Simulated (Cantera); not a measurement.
A Cantera script and its output.

```python
import numpy as np
import cantera as ct

gas = ct.Solution("gri30.yaml")
gas.TPX = 1298, 2000, {'N2O': 1, 'H2': 0.046, 'N2': 4.6}
inlet = ct.Reservoir(gas, clone=True)

reactor = ct.IdealGasConstPressureReactor(gas, energy="off", clone=False)
exhaust = ct.Reservoir(gas, clone=True)
tau = [0.41, 0.14, 0.051, 0.018, 0.0065, 0.0023, 0.00082, 0.00029, 0.0001][0]
for a, b in ((inlet, reactor), (reactor, exhaust)):
    ct.MassFlowController(a, b, mdot=lambda t: reactor.mass / tau)
net = ct.ReactorNet([reactor])
show = ['N2O', 'H2', 'H2O2', 'OH', 'HO2', 'O']

rows = []
print(f"{'tau/s':>10s}{'T/K':>9s}" + "".join(f"{s:>11s}" for s in show))
for tau in [0.41, 0.14, 0.051, 0.018, 0.0065, 0.0023, 0.00082, 0.00029, 0.0001]:
    net.initial_time = 0.0
    net.advance(30 * tau)
    before = gas.X
    net.advance(40 * tau)
    drift = np.max(np.abs(gas.X - before) / (gas.X + 1e-9))
    rows.append([gas.T, *gas[show].X, drift])
    print(f"{tau:10.3e}{gas.T:9.1f}" + "".join(f"{x:11.3e}" for x in gas[show].X))
```

It prints:

```
     tau/s      T/K        N2O         H2       H2O2         OH        HO2          O
 4.100e-01   1298.0  1.646e-01  7.849e-04  3.797e-09  4.127e-05  1.332e-06  6.715e-06
 1.400e-01   1298.0  1.690e-01  1.782e-03  6.466e-09  4.659e-05  1.772e-06  5.981e-06
 5.100e-02   1298.0  1.719e-01  3.600e-03  6.668e-09  4.549e-05  1.622e-06  4.862e-06
 1.800e-02   1298.0  1.749e-01  6.121e-03  5.684e-09  3.356e-05  1.246e-06  3.608e-06
 6.500e-03   1298.0  1.765e-01  7.633e-03  3.387e-09  1.853e-05  8.048e-07  2.803e-06
 2.300e-03   1298.0  1.770e-01  8.064e-03  6.896e-10  7.651e-06  2.553e-07  2.382e-06
 8.200e-04   1298.0  1.771e-01  8.137e-03  4.689e-11  2.344e-06  3.452e-08  1.825e-06
 2.900e-04   1298.0  1.771e-01  8.146e-03  1.565e-12  5.085e-07  2.738e-09  1.097e-06
 1.000e-04   1298.0  1.771e-01  8.147e-03  3.056e-14  7.750e-08  1.446e-10  5.046e-07
```

Computed with Cantera and GRI-Mech 3.0 (53 species, 325 reactions). GRI-Mech 3.0 was tuned for natural gas; its chemistry of N2O as a main component is partial and can be far from experiment. Radical loss at walls, strong at low pressure, is not modelled. The mechanism lacks the step 2 NO + O2 → 2 NO2, which can matter for NO2 below about 1400 K. The temperature is held fixed by assumption; the heat of reaction is taken as removed at once.
